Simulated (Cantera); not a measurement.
An isothermal, constant-pressure homogeneous reactor starts with 76.3 % CH₄, 23.7 % CO₂, at 1575 K and 100.0 Torr.

Detailed kinetics in Cantera: GRI-Mech 3.0 (53 species, 325 reactions). GRI-Mech 3.0 stops at C3 and has no aromatics, soot or wall deposition, so with more carbon than oxygen in the feed, carbon stays in small species such as C2H2 where larger ones or solid carbon would form.

**Question.** Predict: x(CH₄) at 4.00 s; x(CO₂) at 4.00 s; x(CH₃) at 4.00 s; x(HCO) at 4.00 s; x(C₂H) at 4.00 s; x(CO) at 4.00 s.

**Answer.** x(CH₄) at 4.00 s: 0.0301 (gas-phase equilibrium 0.00917)
x(CO₂) at 4.00 s: 0.00910 (gas-phase equilibrium 2.71e-8)
x(CH₃) at 4.00 s: 9.26e-5 (gas-phase equilibrium 2.70e-5)
x(HCO) at 4.00 s: 2.30e-9 (gas-phase equilibrium 3.49e-9)
x(C₂H) at 4.00 s: 7.89e-8 (gas-phase equilibrium 5.40e-8)
x(CO) at 4.00 s: 0.164 (gas-phase equilibrium 0.239)
